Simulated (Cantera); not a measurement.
A perfectly stirred reactor is fed with 11.9 % H₂, 74.1 % O₂, 14.1 % N₂, equivalence ratio 0.080, at 0.0267 bar; it is held at 1100 K, and followed from long to short residence time.

Cantera simulation using GRI-Mech 3.0 (53 species, 325 reactions); the numbers are that mechanism's predictions, not measurements. Radical loss at walls, strong at low pressure, is not modelled. The temperature is held fixed by assumption; the heat of reaction is taken as removed at once.

x: mole fraction; the columns are a selection and need not sum to one.

```tsv
τ (s)	x H₂	x O₂	x NO	x N₂O	x OH
1.0	0.000380	0.723	1.39e-8	7.23e-9	0.000669
0.39	___	0.723	___	___	___
0.15	0.00118	0.721	3.62e-8	4.78e-9	0.00131
0.058	0.00206	0.719	6.05e-8	3.67e-9	0.00184
0.023	0.00351	0.715	9.44e-8	2.73e-9	0.00256
0.0087	0.00613	0.709	1.32e-7	1.90e-9	0.00355
0.0034	0.0105	0.701	1.42e-7	1.26e-9	0.00469
0.0013	___	0.696	___	7.22e-10	___
0.00051	0.0342	0.698	4.10e-8	3.31e-10	0.00654
0.00020	0.0640	0.711	7.81e-9	9.79e-11	0.00574
```

Task: Some entries are withheld; supply them.

Result: 
- 0.39, x H₂: 0.000672
- 0.39, x NO: 2.15e-8
- 0.39, x N₂O: 6.00e-9
- 0.39, x OH: 0.000930
- 0.0013, x H₂: 0.0187
- 0.0013, x NO: 9.96e-8
- 0.0013, x OH: 0.00584
